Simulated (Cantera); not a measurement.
A closed system holds: 1 mol SiHCl3, a varied amount of NH3, at 2023.15 K and 1700 Pa.

Equilibrium computed with Cantera from the NASA thermochemical tables; the gas is ideal and each condensed phase is pure. Candidate condensed phases: NH4Cl, Si, Si3N4; 28 gas species. The tables' values for SiCl3, SiCl, SiN are old estimates; treat these amounts as uncertain. Gases not in the tables: Si2H6 and higher silanes. The numbers say what is thermodynamically allowed, not how fast it happens.

x: gas mole fraction; n: condensed amount in mol.

| n(NH3) (mol) | x H2 | x SiCl2 | x HCl | x N2 | x SiCl3 | x Cl | x H | n Si(l) |
|---|---|---|---|---|---|---|---|---|
| 0.18 | 0.123 | 0.407 | 0.399 | 0.0380 | 0.0128 | 0.0123 | 0.00512 | 0 |
| 0.29 | 0.173 | 0.373 | 0.370 | 0.0559 | 0.00919 | 0.00964 | 0.00606 | 0 |
| 0.46 | 0.236 | 0.330 | 0.331 | 0.0783 | 0.00623 | 0.00738 | 0.00708 | 0 |
| 0.74 | 0.314 | 0.277 | 0.282 | 0.105 | 0.00385 | 0.00545 | 0.00817 | 0 |
| 1.2 | 0.399 | 0.217 | 0.227 | 0.135 | 0.00216 | 0.00390 | 0.00921 | 0 |
| 1.9 | 0.476 | 0.161 | 0.181 | 0.162 | 0.00116 | 0.00284 | 0.0101 | ? |
| 3.1 | 0.539 | 0.101 | 0.153 | 0.187 | 0.000583 | 0.00226 | 0.0107 | ? |
| 5 | 0.592 | 0.0598 | 0.123 | 0.206 | 0.000265 | 0.00173 | 0.0112 | ? |
| 8.1 | 0.634 | 0.0328 | 0.0945 | 0.220 | 0.000108 | 0.00128 | 0.0116 | ? |
| 13 | 0.666 | 0.0171 | 0.0698 | 0.230 | 4.04e-5 | 0.000927 | 0.0119 | ? |
| 21 | 0.689 | 0.00830 | 0.0495 | 0.236 | 1.37e-5 | 0.000646 | 0.0121 | 0.424 |
| 34 | 0.705 | 0.00380 | 0.0339 | 0.240 | 4.24e-6 | 0.000437 | 0.0122 | 0.418 |

Problem. Some entries are withheld; supply them.

Solution. 
- 1.9, n Si(l): 0.0109
- 3.1, n Si(l): 0.104
- 5, n Si(l): 0.201
- 8.1, n Si(l): 0.297
- 13, n Si(l): 0.376
